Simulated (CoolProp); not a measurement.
R113 along the isotherm 100.95 °C: Z from the reference equation and from simpler models built on Tc = 214.1 °C, pc = 3392 kPa, ω = 0.253; each cubic takes its own stable root.

Model: reference Helmholtz-energy equation of state, Marx 1992, in CoolProp.

```
p (kPa)   phase  reference  van der Waals  Redlich-Kwong  Soave-Redlich-Kwong  Peng-Robinson
-------  ------  ---------  -------------  -------------  -------------------  -------------
636      liquid    0.02802         0.8840        0.03200              0.03054        0.02693
1270     liquid    0.05580        0.09081        0.06342              0.06065        0.05352
1910     liquid    0.08368         0.1348        0.09469              0.09075        0.08012
2540     liquid        [?]         0.1773         0.1251               0.1201         0.1061
3180     liquid     0.1386         0.2198         0.1556               0.1496         0.1323
3820     liquid     0.1660         0.2616         0.1858               0.1789         0.1582
4450     liquid        [?]         0.3022            [?]               0.2075         0.1836
5090     liquid     0.2201            [?]         0.2448               0.2364            [?]
```

### Question
Complete the blanks.

### Answer

- 2540, reference: 0.1110
- 4450, reference: 0.1929
- 4450, Redlich-Kwong: 0.2152
- 5090, van der Waals: 0.3430
- 5090, Peng-Robinson: 0.2093

At some of these states van der Waals gives the other phase, because its saturation line lies elsewhere.
